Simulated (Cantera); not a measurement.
A closed system holds: 1 mol TEOS, 5.3 mol H₂O, 34 mol H₂, at 1300 K and 0.0140 bar.

Method: chemical equilibrium by Gibbs-energy minimisation in Cantera with the NASA 1993 tables (ideal gas, pure condensed phases). Candidate condensed phases: C, C₆H₆, C₇H₈, C₈H₁₈, H₂O, Si, SiC, SiO₂; 123 gas species. The feed counts by its element totals alone. The tables hold silica as quartz up to 1696 K and as liquid above; real silica turns to tridymite and cristobalite and melts near 1996 K. The numbers say what is thermodynamically allowed, not how fast it happens.

Base state: H₂ 0.871, CO 0.129, CH₄ 8.35e-5, H₂O 1.43e-5 (mole fractions); condensed: C(graphite) + SiO₂(β-quartz).

Task: What changes in the equilibrium state with this change: H₂O from 5.3 to 2.1 mol?

Result: 
```
species               before    after
-------------------  -------  -------
H₂                     0.871    0.918
CO                     0.129   0.0817
CH₄                  8.35e-5  9.28e-5
SiO                  9.13e-6  1.44e-5
H₂O                  1.43e-5  9.57e-6
C(graphite), mol       0.696     3.90
SiO₂(β-quartz), mol    0.999    0.999
```
